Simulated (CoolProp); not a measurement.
Ethylene along the isobar 760 kPa: fugacity coefficient from the reference equation and from simpler models built on Tc = 9.2 °C, pc = 5042 kPa, ω = 0.087; each cubic takes its own stable root.

Values from CoolProp's reference Helmholtz-energy equation of state, Smukala 2000.

```json
[
 {"T (°C)": "-113.25", "phase": "liquid", "reference": "0.07381"},
 {"T (°C)": "-101.75", "phase": "liquid", "reference": "0.1480"},
 {"T (°C)": "-90.25", "phase": "liquid", "reference": "0.2674"},
 {"T (°C)": "-78.75", "phase": "liquid", "reference": "0.4436"},
 {"T (°C)": "-67.35", "phase": "liquid", "reference": "0.6835"},
 {"T (°C)": "-55.85", "phase": "gas", "reference": "0.8880"},
 {"T (°C)": "-44.35", "phase": "gas", "reference": "0.9044"},
 {"T (°C)": "-32.95", "phase": "gas", "reference": "0.9175"},
 {"T (°C)": "-21.45", "phase": "gas", "reference": "0.9285"},
 {"T (°C)": "-9.95", "phase": "gas", "reference": "0.9375"},
 {"T (°C)": "1.55", "phase": "gas", "reference": "0.9452"},
 {"T (°C)": "12.95", "phase": "gas", "reference": "0.9516"},
 {"T (°C)": "24.45", "phase": "gas", "reference": "0.9572"},
 {"T (°C)": "35.95", "phase": "gas", "reference": "0.9619"},
 {"T (°C)": "47.45", "phase": "gas", "reference": "0.9661"}
]
```

**Question.** How far does each simpler model (van der Waals, Redlich-Kwong, Soave-Redlich-Kwong, Peng-Robinson) lie from the reference over these 15 states: mean and median of the absolute difference, and the worst?

**Answer.** 
- van der Waals: mean 70.6 %, median 1.8 %, worst +430.3 % at -113.25 °C and 760 kPa
- Redlich-Kwong: mean 1.7 %, median 0.2 %, worst +7.0 % at -67.35 °C and 760 kPa
- Soave-Redlich-Kwong: mean 0.2 %, median 0.1 %, worst +0.8 % at -67.35 °C and 760 kPa
- Peng-Robinson: mean 0.7 %, median 0.6 %, worst +2.5 % at -113.25 °C and 760 kPa

At some of these states van der Waals gives the other phase, because its saturation line lies elsewhere.
